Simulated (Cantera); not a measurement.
A closed system holds: 1 mol Al, 0.4 mol Cl2, 37 mol N2, 3.1 mol HCl, equilibrated at 1.00 bar.

Equilibrium computed with Cantera from the NASA thermochemical tables; the gas is ideal and each condensed phase is pure. Candidate condensed phases: Al, AlCl3, AlN, NH4Cl; 20 gas species. Equilibrium is a limit: real reactors are often held back by kinetics, nucleation or transport.

x: gas mole fraction; n: condensed amount in mol.

| T (°C) | x N2 | x H2 | x HCl | x AlCl3 | x Al2Cl6 | x NH3 | n AlN(s) |
|---|---|---|---|---|---|---|---|
| 302 | 0.936 | 0.0274 | 0.0228 | 0.00172 | 0.0118 | 0.000286 | 0 |
| 327 | 0.935 | 0.0275 | 0.0228 | 0.00285 | 0.0112 | 0.000184 | 0 |
| 352 | 0.935 | 0.0276 | 0.0227 | 0.00447 | 0.0104 | 0.000122 | 0 |
| 377 | 0.934 | 0.0276 | 0.0227 | 0.00662 | 0.00931 | 8.31e-5 | 0 |
| 402 | 0.932 | 0.0276 | 0.0227 | 0.00926 | 0.00797 | 5.81e-5 | 0 |
| 427 | 0.931 | 0.0276 | 0.0226 | (withheld) | (withheld) | (withheld) | 0 |
| 452 | 0.930 | 0.0274 | 0.0229 | (withheld) | (withheld) | (withheld) | (withheld) |
| 477 | 0.928 | 0.0271 | 0.0234 | 0.0178 | 0.00349 | 2.20e-5 | 0.0113 |
| 502 | 0.927 | 0.0270 | 0.0237 | 0.0200 | 0.00236 | 1.65e-5 | 0.0149 |

Task: What belongs in the gaps?

Result: 
- 452, x AlCl3: 0.0152
- 452, x Al2Cl6: 0.00491
- 452, x NH3: 3.00e-5
- 452, n AlN(s): 0.00408
- 427, x AlCl3: 0.0122
- 427, x Al2Cl6: 0.00647
- 427, x NH3: 4.15e-5
